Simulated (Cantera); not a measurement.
An isothermal, constant-pressure homogeneous reactor starts with 21.3 % CH₄, 78.7 % CO₂, at 1425 K and 0.133 bar.

Cantera simulation using GRI-Mech 3.0 (53 species, 325 reactions); the numbers are that mechanism's predictions, not measurements.

One state of this run: x CH₄ = 0.198; x CO₂ = 0.777; x C₂H₄ = 0.00215; x CH₂ = 1.93e-9; x O = <1e-12; x H = 4.88e-7. x: mole fraction; the columns are a selection and need not sum to one.

**Question.** Which value of t (s) does it belong to?
A. 6.32
B. 0.200
C. 63.2
D. 0.632

**Answer.** D, 0.632
